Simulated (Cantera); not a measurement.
Input: 1 mol B, 0.47 mol H2O, 8.5 mol N2, equilibrated at 1.05 Torr.

These are equilibrium values from Cantera (NASA tables, ideal gas, pure condensed phases), not measurements of a reactor. Candidate condensed phases: B, BN, B2O3, B3O3H3, H2O; 39 gas species. N2 is the only nitrogen source here; it is nearly inert below about 1500 K, so the nitride shown seldom forms there in practice. Mutual solubility and eutectic melting of coexisting phases are not modelled. Kinetics and transport are ignored.

x: gas mole fraction; n: condensed amount in mol.

```json
[
 {"T (K)": "1300", "x N2": "0.945", "x H2": "0.0541", "x B2O3": "0.000133", "x HBO": "8.13e-5", "x B2O2": "1.71e-6", "n BN(s)": "0.688", "n B2O3(l)": "0.152"},
 {"T (K)": "1350", "x N2": "0.944", "x H2": "0.0537", "x B2O3": "0.000502", "x HBO": "0.000218", "x B2O2": "1.03e-5", "n BN(s)": "0.689", "n B2O3(l)": "0.146"},
 {"T (K)": "1400", "x N2": "0.943", "x H2": "0.0531", "x B2O3": "0.00172", "x HBO": "0.000541", "x B2O2": "5.49e-5", "n BN(s)": "0.690", "n B2O3(l)": "0.130"},
 {"T (K)": "1450", "x N2": "0.938", "x H2": "0.0520", "x B2O3": "0.00537", "x HBO": "0.00125", "x B2O2": "0.000259", "n BN(s)": "0.690", "n B2O3(l)": "0.0887"},
 {"T (K)": "1500", "x N2": "0.928", "x H2": "0.0502", "x B2O3": "0.0136", "x HBO": "?", "x B2O2": "?", "n BN(s)": "0.684", "n B2O3(l)": "0"},
 {"T (K)": "1550", "x N2": "0.928", "x H2": "0.0499", "x B2O3": "0.0131", "x HBO": "0.00386", "x B2O2": "0.00195", "n BN(s)": "0.672", "n B2O3(l)": "0"},
 {"T (K)": "1600", "x N2": "0.927", "x H2": "0.0493", "x B2O3": "0.0119", "x HBO": "0.00545", "x B2O2": "0.00348", "n BN(s)": "0.654", "n B2O3(l)": "0"},
 {"T (K)": "1650", "x N2": "0.925", "x H2": "0.0484", "x B2O3": "?", "x HBO": "?", "x B2O2": "?", "n BN(s)": "0.632", "n B2O3(l)": "0"},
 {"T (K)": "1700", "x N2": "0.923", "x H2": "0.0474", "x B2O3": "0.00735", "x HBO": "0.00914", "x B2O2": "0.00817", "n BN(s)": "0.605", "n B2O3(l)": "0"}
]
```

Task: Fill in the missing entries.

Result: 
- 1500, x HBO: 0.00261
- 1500, x B2O2: 0.00101
- 1650, x B2O3: 0.00990
- 1650, x HBO: 0.00728
- 1650, x B2O2: 0.00565
